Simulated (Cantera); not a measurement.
A freely propagating, adiabatic, planar premixed flame of 9.85 % CO, 0.798 % H₂, 5.02 % CH₄, 17.6 % O₂, 66.4 % N₂, 0.305 % H₂O, unburnt at 375 K and 100.0 Torr; mixture-averaged transport, grid criteria slope 0.08 and curve 0.16, no radiation.

Detailed kinetics in Cantera: GRI-Mech 3.0 (53 species, 325 reactions). Burning velocities carry a grid error of a few per cent, more on coarse grids.

**Question.** Predict: laminar burning velocity; thermal thickness; peak x(HCO); peak x(OH).

**Answer.** 
```json
{
 "laminar_burning_velocity": "99.1 cm/s",
 "thermal_thickness": "2.61 mm",
 "peak x(HCO)": "3.89e-5",
 "peak x(OH)": "0.00837"
}
```
